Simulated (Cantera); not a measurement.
Cantera run, input and output.

```python
import numpy as np
import cantera as ct

gas = ct.Solution("h2o2.yaml")
gas.TPX = 1223, 3300, {'H2': 0.067, 'O2': 1, 'N2': 0.15, 'H2O': 0.083}
reactor = ct.IdealGasConstPressureReactor(gas, energy="off", clone=False)
net = ct.ReactorNet([reactor])
net.rtol, net.atol = 1e-08, 1e-18
show = ['H2', 'O2', 'H2O', 'OH', 'O', 'H']
times = np.geomspace(6e-05, 80, 13)

steps = ct.SolutionArray(gas, extra=["t"])
rows = []
print(f"{'t/s':>10s}{'T/K':>9s}{'P/Pa':>11s}" + "".join(f"{s:>11s}" for s in show))
for t in times:
    while net.time < t:
        t_next = net.step()
        steps.append(gas.state, t=t_next)
    rows.append([np.interp(t, steps.t, y) for y in (steps.T, steps.P, *steps(*show).X.T)])
    print(f"{t:10.3e}{rows[-1][0]:9.1f}{rows[-1][1]:11.4g}" + "".join(f"{x:11.3e}" for x in rows[-1][2:]))
rate = np.gradient(steps.T, steps.t)
print("integrator steps:", len(steps.t))
if steps.T.max() > steps.T[0] + 200:
    print(f"time of steepest temperature rise: {steps.t[rate.argmax()]:.4e} s")
gas.TPX = 1223, 3300, {'H2': 0.067, 'O2': 1, 'N2': 0.15, 'H2O': 0.083}
gas.equilibrate("TP")
print(f"equilibrium (TP): T = {gas.T:.1f} K  " + "  ".join(f"{s} {gas[s].X[0]:.3e}" for s in show))
```

Result:

```
       t/s      T/K       P/Pa         H2         O2        H2O         OH          O          H
 6.000e-05   1223.0       3300  5.154e-02  7.692e-01  6.385e-02  5.650e-09  7.189e-09  6.027e-09
 1.943e-04   1223.0       3300  5.154e-02  7.692e-01  6.385e-02  9.231e-08  1.315e-07  7.610e-08
 6.295e-04   1223.0       3300  5.096e-02  7.688e-01  6.426e-02  1.814e-04  2.620e-04  1.480e-04
 2.039e-03   1223.0       3300  1.789e-03  7.397e-01  1.083e-01  4.701e-03  2.166e-02  7.606e-03
 6.604e-03   1223.0       3300  7.022e-04  7.540e-01  1.146e-01  2.938e-03  8.291e-03  1.784e-03
 2.139e-02   1223.0       3300  1.163e-04  7.614e-01  1.175e-01  1.195e-03  1.365e-03  1.183e-04
 6.928e-02   1223.0       3300  1.382e-05  7.628e-01  1.182e-01  4.180e-04  1.655e-04  5.003e-06
 2.244e-01   1223.0       3300  2.037e-06  7.630e-01  1.183e-01  1.631e-04  2.508e-05  2.955e-07
 7.268e-01   1223.0       3300  4.001e-07  7.631e-01  1.184e-01  7.309e-05  5.036e-06  2.658e-08
 2.354e+00   1223.0       3300  9.662e-08  7.631e-01  1.184e-01  3.615e-05  1.233e-06  3.219e-09
 7.625e+00   1223.0       3300  2.892e-08  7.631e-01  1.184e-01  1.983e-05  3.713e-07  5.338e-10
 2.470e+01   1223.0       3300  1.584e-08  7.631e-01  1.184e-01  1.466e-05  2.030e-07  2.175e-10
 8.000e+01   1223.0       3300  1.526e-08  7.631e-01  1.184e-01  1.439e-05  1.956e-07  2.058e-10
integrator steps: 2075
equilibrium (TP): T = 1223.0 K  H2 1.526e-08  O2 7.631e-01  H2O 1.184e-01  OH 1.439e-05  O 1.956e-07  H 2.058e-10
```

Cantera simulation using the H2/O2 subset of GRI-Mech 3.0, which has no nitrogen chemistry; the numbers are that mechanism's predictions, not measurements. Radical loss at walls, strong at low pressure, is not modelled. The temperature is held fixed by assumption; the heat of reaction is taken as removed at once.
